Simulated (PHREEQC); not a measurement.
HNO3 is added in steps, without added water, to 1 kg of water holding 0.0034 mol PbCl2 and 0.0059 mol MgSO4, at 25 °C. Oxygen is held at 0.21 atm. CO2 from the air is kept out. The run lets Brucite, Litharge, Anglesite, Cotunnite, Laurionite, Larnakite, Epsomite precipitate or redissolve, and no other solid.

Base run: PHREEQC, ion-association model, wateq4f.dat. Each further column changes one thing. The table gives pH.

```
HNO3 added (mol)  base  Debye-Hückel limiting law  all activity coefficients set to 1  database phreeqc.dat  metal-ligand complexes left out
----------------  ----  -------------------------  ----------------------------------  --------------------  -------------------------------
0                 6.16                       6.15                                6.19                  6.26                             6.23
9.75e-05          4.10                       4.12                                4.06                  4.10                             4.12
0.0002275         3.73                       3.75                                3.69                  3.73                             3.75
0.000325          3.58                       3.60                                3.54                  3.58                             3.60
0.0004225         3.47                       3.48                                3.42                  3.47                             3.48
0.0005525         3.35                       3.37                                3.30                  3.35                             3.37
0.00065           3.28                       3.30                                3.23                  3.28                             3.30
0.0007475         3.22                       3.23                                3.17                  3.22                             3.23
0.0008775         3.15                       3.17                                3.10                  3.15                             3.16
0.000975          3.10                       3.12                                3.06                  3.10                             3.12
0.001073          3.06                       3.08                                3.02                  3.06                             3.08
0.001203          3.01                       3.03                                2.97                  3.01                             3.03
0.0013            2.98                       2.99                                2.93                  2.98                             2.99
```

 phreeqc.dat and wateq4f.dat share most of their constants, so their agreement is no independent check. Solids allowed in the column 'database phreeqc.dat': Anglesite, Pb(OH)2.
